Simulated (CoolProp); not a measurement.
Benzene at 345.46 K and 0.555 MPa flows at 2.3 m/s in a round tube of 25 mm bore and 1.5 µm roughness, fully developed (64/Re and Nu = 3.66 if laminar; Colebrook and Gnielinski if turbulent). Each further row changes one setting.

Values from CoolProp's reference Helmholtz-energy equation of state, Thol 2012.

| case | Reynolds number | Darcy friction factor | pressure drop (Pa/m) | heat-transfer coefficient (W/(m² K)) | mass flow (kg/h) |
|---|---|---|---|---|---|
| as stated | 136000 | 0.0173 | 1500 | 3500 | 3340 |
| velocity 4.6 m/s | 273000 | 0.0153 | 5330 | 6440 | 6690 |
| diameter 50 mm | 273000 | 0.0150 | 654 | 3170 | 13400 |

Viscosity comes from a separate model (Avgeri 2014). Thermal conductivity comes from a separate model (Assael 2012).
